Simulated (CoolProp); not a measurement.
Properties of R124 along the isotherm 402 K (Tc = 395.4 K, pc = 3.624 MPa, ω = 0.288).

Model: reference Helmholtz-energy equation of state, de Vries 1995, in CoolProp.

| p (MPa) | phase | cv (kJ/(kg K)) | Joule-Thomson coefficient (K/MPa) |
|---|---|---|---|
| 0.181 | gas | 0.8067 | 8.948 |
| 0.362 | gas | 0.8100 | 9.121 |
| 0.544 | gas | 0.8135 | 9.305 |
| 0.725 | gas | 0.8171 | 9.500 |
| 0.906 | gas | 0.8208 | 9.708 |
| 1.09 | gas | 0.8248 | 9.932 |
| 1.27 | gas | 0.8289 | 10.17 |
| 1.45 | gas | 0.8332 | 10.42 |
| 1.63 | gas | 0.8378 | 10.69 |
| 1.81 | gas | 0.8428 | 10.98 |
